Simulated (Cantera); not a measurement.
An adiabatic, constant-pressure homogeneous reactor starts with CH4 : O2 : N2 : CO2 = 1 : 2.86 : 10.7 : 0.93 (molar parts), equivalence ratio 0.70, at 1125 K and 1.78 atm.

Computed with Cantera and GRI-Mech 3.0 (53 species, 325 reactions).

x: mole fraction; the columns are a selection and need not sum to one.

```csv
t (s),T (K),x CH4,x O2,x CO2,x H2O2,x OH,x C2H6
1.00e-5,1125,0.0646,0.185,0.0600,3.89e-12,1.25e-12,<1e-12
2.80e-5,1125,0.0646,0.185,0.0600,3.01e-11,3.31e-12,<1e-12
7.86e-5,1125,0.0646,0.185,0.0600,2.26e-10,9.57e-12,1.19e-12
0.000220,1125,0.0646,0.185,0.0600,1.57e-9,3.07e-11,2.87e-11
0.000618,1125,0.0646,0.185,0.0600,8.95e-9,1.16e-10,8.31e-10
0.00173,1125,0.0646,0.185,0.0600,3.31e-8,5.47e-10,3.88e-8
0.00486,1125,0.0645,0.185,0.0600,…,…,…
0.0136,1125,0.0645,0.185,0.0600,1.12e-7,2.88e-9,1.24e-5
0.0382,1128,0.0641,0.184,0.0600,5.39e-7,1.08e-8,9.28e-5
0.107,2331,<1e-12,0.0545,0.119,1.86e-7,0.00565,<1e-12
0.300,2325,<1e-12,0.0527,0.119,1.81e-7,0.00549,<1e-12
```

Question: Some entries are withheld; supply them.

Answer: 
- 0.00486, x H2O2: 5.44e-8
- 0.00486, x OH: 1.69e-9
- 0.00486, x C2H6: 1.57e-6
